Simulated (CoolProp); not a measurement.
Chlorine at 298.15 K and 0.332 MPa is throttled through a valve to 0.131 MPa with no heat exchange. Each further row changes one setting.

Computed with CoolProp (reference Helmholtz-energy equation of state, Thol 2021).

```csv
case,temperature change (K),final density (kg/m³)
as stated,-6.1,3.89
outlet pressure 0.0393 MPa,-9.0,1.17
outlet pressure 0.17 MPa,-4.9,5.06
```
